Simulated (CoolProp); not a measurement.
The fluid at 298.15 K and 0.0282 MPa is compressed adiabatically to 0.132 MPa with isentropic efficiency 0.8. The same conditions are run with several fluids, on thermodynamics alone (safety and materials aside).

Computed with CoolProp (reference Helmholtz-energy equation of state of each fluid (R1336mzz(E): Akasaka 2023; R114: Platzer 1990; neopentane: Lemmon 2006; R1132(E): Akasaka 2024)). The equations of Platzer and Polt are older, rougher fits.

```
fluid        work (kJ/kg)  final temperature (K)  final density (kg/m³)
-----------  ------------  ---------------------  ---------------------
R1336mzz(E)          30.0                  335.8                      ?
R114                    ?                  340.3                   8.19
neopentane           68.5                  338.3                   3.50
R1132(E)             82.5                  380.6                      ?
```

Task: Some entries are withheld; supply them.

Result: 
- R1336mzz(E), final density (kg/m³): 8.03
- R114, work (kJ/kg): 29.1
- R1132(E), final density (kg/m³): 2.69
